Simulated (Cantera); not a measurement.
Charge: 1 mol Zr, 0.93 mol NH3, 52 mol N2, held at 2.30 bar.

These are equilibrium values from Cantera (NASA tables, ideal gas, pure condensed phases), not measurements of a reactor. Candidate condensed phases: Zr, ZrN; 11 gas species. ZrN: taken at fixed stoichiometry. Kinetics and transport are ignored. All values below are at 1125 °C.

Base state: N2 0.974, H2 0.0261 (mole fractions); condensed: ZrN(s).

Problem. What changes in the equilibrium state with this change: NH3 from 0.93 to 0.49 mol?

Solution. 
| species | before | after |
|---|---|---|
| N2 | 0.974 | 0.986 |
| H2 | 0.0261 | 0.0140 |
| ZrN(s), mol | 1.00 | 1.00 |
